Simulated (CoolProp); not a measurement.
The fluid at 391.35 K and 0.757 MPa flows at 0.28 m/s in a round tube of 10 mm bore and 0.25 µm roughness, fully developed (64/Re and Nu = 3.66 if laminar; Colebrook and Gnielinski if turbulent). The same conditions are run with several fluids, on thermodynamics alone (safety and materials aside).

Model: reference Helmholtz-energy equation of state of each fluid (R11: Jacobsen 1992; R507A: Lemmon 2003; ammonia: Gao 2020), in CoolProp. Blends and air are pseudo-pure fits.

Rank R11, R507A, ammonia by Reynolds number, highest first.

R11 (7630), R507A (4210), ammonia (840)

```
fluid    Darcy friction factor  pressure drop (Pa/m)  heat-transfer coefficient (W/(m² K))  mass flow (kg/h)
-------  ---------------------  --------------------  ------------------------------------  ----------------
R11                     0.0332                  4.72                                  30.3              2.87
R507A                   0.0393                  3.72                                  30.2              1.91
ammonia                 0.0762                  1.22                                  13.4             0.323
```

Transport values come from each fluid's own correlations; those of R11 are estimates that may be off by 10 % or more.
